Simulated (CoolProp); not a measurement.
A single-stage vapour-compression cycle with the fluid: evaporating at 194.15 K (dew point), condensing at 253.15 K (bubble point), superheat 0 K, subcooling 8 K, compressor efficiency 0.85, no pressure losses. The same conditions are run with several fluids, on thermodynamics alone (safety and materials aside).

Values from CoolProp's reference Helmholtz-energy equation of state of each fluid (R115: Lemmon 2016; propane: Lemmon 2009; carbonyl sulfide: Lemmon 2006; R22: Kamei 1995; R143a: Lemmon and Jacobsen 2000; ethylene: Smukala 2000).

```
fluid             cooling COP  pressure ratio  discharge temperature (K)  refrigerating effect (kJ/kg)  volumetric capacity (kJ/m³)
----------------  -----------  --------------  -------------------------  ----------------------------  ---------------------------
R115                     2.24            20.1                        ___                          92.6                         98.9
propane                  2.35            17.5                      300.6                           349                          134
carbonyl sulfide         2.24             ___                      374.1                           267                          ___
R22                      2.29            22.0                      341.2                           201                          121
R143a                    2.30            18.7                      295.7                           180                          160
ethylene                 2.02             ___                        ___                           304                         2040
```

Question: Some entries are withheld; supply them.

Answer: 
- R115, discharge temperature (K): 265.4
- carbonyl sulfide, pressure ratio: 16.1
- carbonyl sulfide, volumetric capacity (kJ/m³): 213
- ethylene, pressure ratio: 7.11
- ethylene, discharge temperature (K): 318.5
